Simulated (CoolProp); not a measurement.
The fluid at 293.15 K and 0.37 MPa flows at 5.5 m/s in a round tube of 6 mm bore and 1.5 µm roughness, fully developed (64/Re and Nu = 3.66 if laminar; Colebrook and Gnielinski if turbulent). The same conditions are run with several fluids, on thermodynamics alone (safety and materials aside).

Model: reference Helmholtz-energy equation of state of each fluid (dry air: Lemmon 2000; CH2F2 (R32): Tillner-Roth 1997; carbon dioxide: Span 1996; R125: Lemmon 2005; R507A: Lemmon 2003), in CoolProp. Blends and air are pseudo-pure fits.

Q: Rank dry air, CH2F2 (R32), carbon dioxide, R125, R507A by Reynolds number, highest first.

A: R125 (50200), R507A (44100), CH2F2 (R32) (20800), carbon dioxide (15300), dry air (7960)

| fluid | Darcy friction factor | pressure drop (Pa/m) | heat-transfer coefficient (W/(m² K)) | mass flow (kg/h) |
|---|---|---|---|---|
| dry air | 0.0332 | 368 | 107 | 2.46 |
| CH2F2 (R32) | 0.0262 | 548 | 138 | 4.65 |
| carbon dioxide | 0.0281 | 483 | 121 | 3.82 |
| R125 | 0.0217 | 1060 | 262 | 10.9 |
| R507A | 0.0223 | 904 | 240 | 9.00 |

Transport values come from each fluid's own correlations; those of CH2F2 (R32) are estimates that may be off by 10 % or more.
